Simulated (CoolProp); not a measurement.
Properties of octamethylcyclotetrasiloxane (D4) at several states (Tc = 586.5 K, pc = 1.347 MPa, ω = 0.598).

Computed with CoolProp (reference Helmholtz-energy equation of state, Thol 2015).

| T (K) | p (MPa) | phase | density (kg/m³) | cv (kJ/(kg K)) | speed of sound (m/s) | expansivity (1/kK) | fugacity coefficient |
|---|---|---|---|---|---|---|---|
| 466 | 5.95 | liquid | 771.6 | 1.751 | 513.0 | 1.537 | 0.04196 |
| 429.7 | 0.0233 | gas | 1.973 | 1.601 | 108.6 | 2.502 | 0.9807 |
| 417.3 | 0.0514 | liquid | 808.0 | 1.638 | 549.5 | 1.614 | 0.7860 |
| 431.5 | 2.68 | liquid | 800.1 | 1.671 | 548.2 | 1.552 | 0.02958 |
